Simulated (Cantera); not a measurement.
Equilibrium for carbon deposition, reforming and gasification: C6H6 + H2O + H2

Feed: 1 mol C6H6, 1.1 mol H2O, 3.5 mol H2, equilibrated at 29.0 bar.

Equilibrium computed with Cantera from the NASA thermochemical tables; the gas is ideal and each condensed phase is pure. Candidate condensed phases: C, C6H6, C7H8, C8H18, H2O; 110 gas species. Kinetics and transport are ignored.

| T (K) | x H2 | x CH4 | x H2O | x CO | x CO2 | n C(graphite) |
|---|---|---|---|---|---|---|
| 923 | 0.278 | 0.522 | 0.169 | 0.0135 | 0.0168 | 3.18 |
| 1023 | 0.426 | 0.395 | 0.127 | 0.0376 | 0.0147 | 3.47 |
| 1123 | 0.565 | 0.272 | 0.0796 | 0.0736 | 0.00948 | 3.73 |
| 1223 | 0.674 | 0.176 | 0.0411 | 0.105 | 0.00436 | 3.97 |
| 1323 | 0.748 | 0.110 | 0.0192 | 0.121 | 0.00166 | 4.21 |
| 1423 | 0.794 | 0.0697 | 0.00898 | 0.126 | 0.000629 | 4.41 |
| 1523 | 0.822 | 0.0452 | 0.00444 | 0.128 | 0.000257 | 4.56 |
| 1623 | 0.839 | 0.0303 | 0.00236 | 0.128 | 0.000116 | 4.66 |
| 1723 | 0.850 | 0.0211 | 0.00134 | 0.128 | 5.74e-5 | 4.73 |
x: gas mole fraction; n: condensed amount in mol.

From 923 K to 1723 K the condensed part is C(graphite). The main C-bearing gas is CH4 at 923 K and CO at 1723 K. The share of C in condensed phases is highest at 1723 K (78.8 %) and lowest at 923 K (53.1 %).
